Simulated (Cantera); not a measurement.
# Silicon epitaxy and polysilicon growth: SiH₄ + Cl₂ + H₂

A closed system holds: 1 mol SiH₄, 0.16 mol Cl₂, 460 mol H₂, equilibrated at 0.0860 bar.

Cantera equilibrium calculation (NASA polynomials, part measured and part estimated; ideal gas, pure solids and liquids). Candidate condensed phases: Si; 19 gas species. Gases not in the tables: Si₂H₆ and higher silanes. The numbers say what is thermodynamically allowed, not how fast it happens.

From 1100 K to 1600 K the condensed part is Si(s). At 1700 K the condensed part is Si(l). The main Si-bearing gas is SiCl₂ at 1100 K and SiH₂ at 1700 K.

```
T (K)   x H₂     x HCl       x H   x SiH₂      x Si     x SiH  n Si(s)  n Si(l)
-----  -----  --------  --------  -------  --------  --------  -------  -------
1100   0.999  0.000690   8.81e-8  1.31e-9    <1e-12  2.43e-12    0.999        0
1200   0.999  0.000690   6.73e-7  1.19e-8  1.61e-11  7.09e-11    0.999        0
1300   0.999  0.000690   3.77e-6  7.64e-8  5.04e-10   1.22e-9    0.999        0
1400   0.999  0.000690   1.66e-5  3.76e-7   9.57e-9   1.40e-8    0.999        0
1500   0.999  0.000689   6.00e-5  1.50e-6   1.22e-7   1.15e-7    0.998        0
1600   0.999  0.000689  0.000185  5.00e-6   1.13e-6   7.24e-7    0.996        0
1700   0.999  0.000688  0.000502  1.42e-5   7.89e-6   3.58e-6        0    0.987
```
x: gas mole fraction; n: condensed amount in mol.
